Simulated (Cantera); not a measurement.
Input (Python, Cantera) and output of one run.

```python
import numpy as np
import cantera as ct

gas_names = """
    Fe FeO Fe(OH)2 H HNO HNO2 HNO3 HO2 H2 H2O H2O2 N NH NH2 NH3 NH2OH NO NO2 NO3 N2 N2H2 N2H4 N2O O OH
    O2 O3
""".split()
cond_names = """
    Fe(a) Fe(c) Fe(d) Fe(L) FeO(s) FeO(L) Fe(OH)2(s) Fe(OH)3(s) Fe2O3(s) Fe3O4(s) H2O(s) H2O(L)
""".split()


# ... load() reads the species with a 1 bar reference pressure and builds the phases ...
atoms = {
    'Fe3O4': {'Fe': 3, 'O': 4},
    'H2': {'H': 2},
    'N2': {'N': 2},
}
top_T = {'Fe2O3(s)': 1830, 'Fe3O4(s)': 1870}  # K; cautious upper limits of use, not melting points


# ... equilibrate(T, P, feed) seeds the gas with the atoms and calls Mixture.equilibrate('TP', solver="vcs", rtol=1e-11, max_steps=5000) ...
results = []
feed = {'Fe3O4': 1, 'H2': 1300, 'N2': 1.7}  # mol
T = 1548  # K
P = 101325  # Pa
mix = equilibrate(T, P, feed)
results.append((T, P, feed, dict(zip(mix.species_names, mix.species_moles))))
x = sorted(zip(gas.X, gas.species_names), reverse=True)
print(f"T = {T:g} K  P = {P:g} Pa  gas = {mix.phase_moles(0):.4g} mol")
print("   x: " + "  ".join(f"{s} {v:.3e}" for v, s in x if v > 1e-05))
print("   condensed (mol): " + ("  ".join(f"{mix.phase(i).name} {mix.phase_moles(i):.4g}"
      for i in range(1, mix.n_phases) if mix.phase_moles(i) > 1e-12) or "none"))
```

It prints:

```
T = 1548 K  P = 101325 Pa  gas = 1302 mol
   x: H2 9.956e-01  H2O 3.073e-03  N2 1.305e-03  H 3.052e-05
   condensed (mol): Fe(c) 2.999
```

Method: chemical equilibrium by Gibbs-energy minimisation in Cantera with the NASA 1993 tables (ideal gas, pure condensed phases).
